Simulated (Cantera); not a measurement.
Abatement and gas-phase synthesis: H2S + H2O + N2

Feed: 1 mol H2S, 4.5 mol H2O, 27 mol N2, held at 1.33 mbar.

These are equilibrium values from Cantera (NASA tables, ideal gas, pure condensed phases), not measurements of a reactor. Candidate condensed phases: H2O, H2SO4, S; 35 gas species. Gases not in the tables: S3 to S7. Kinetics and transport are ignored.

| T (°C) | log p N2 | log p H | log p H2O | log p O | log p H2 | log p H2S | log p SO2 | log p S | log p OH | log p SO | log p S2 |
|---|---|---|---|---|---|---|---|---|---|---|---|
| 550 | -2.96 | -13.63 | -3.74 | <-14 | -4.99 | -4.51 | -6.69 | -13.24 | <-14 | -10.22 | -5.32 |
| 750 | -2.96 | -10.63 | -3.75 | <-14 | -4.50 | -4.91 | -5.81 | -10.34 | -12.46 | -8.16 | -4.87 |
| 950 | -2.96 | -8.67 | -3.78 | -14.57 | -4.29 | -5.44 | -5.15 | -8.52 | -10.20 | -6.80 | -4.84 |
| 1150 | -2.96 | -7.25 | -3.83 | -11.75 | -4.14 | -5.90 | -4.79 | -7.29 | -8.60 | -5.94 | -4.97 |
| 1350 | -2.97 | -6.18 | -3.89 | -9.63 | -4.04 | -6.36 | -4.63 | -6.45 | -7.41 | -5.38 | -5.27 |
| 1550 | -2.97 | -5.37 | -3.93 | -7.93 | -4.00 | -6.92 | -4.58 | -5.97 | -6.45 | -5.07 | -5.84 |
| 1750 | -2.97 | -4.73 | -3.95 | -6.49 | -4.02 | -7.62 | -4.59 | -5.77 | -5.64 | -4.94 | -6.67 |
| 1950 | -2.98 | -4.23 | -4.02 | -5.33 | -4.08 | -8.24 | -4.65 | -5.62 | -5.02 | -4.87 | -7.39 |
| 2150 | -3.01 | -3.84 | -4.31 | -4.55 | -4.17 | -8.59 | -4.86 | -5.28 | -4.70 | -4.78 | -7.55 |
| 2350 | -3.05 | -3.59 | -4.99 | -4.12 | -4.44 | -8.95 | -5.39 | -4.87 | -4.77 | -4.82 | -7.44 |
| 2550 | -3.07 | -3.51 | -6.00 | -3.95 | -4.91 | -9.61 | -6.34 | -4.62 | -5.14 | -5.16 | -7.57 |
log p: log10 of the partial pressure in bar; nothing condenses.

From 550 °C to 2550 °C nothing is condensed.
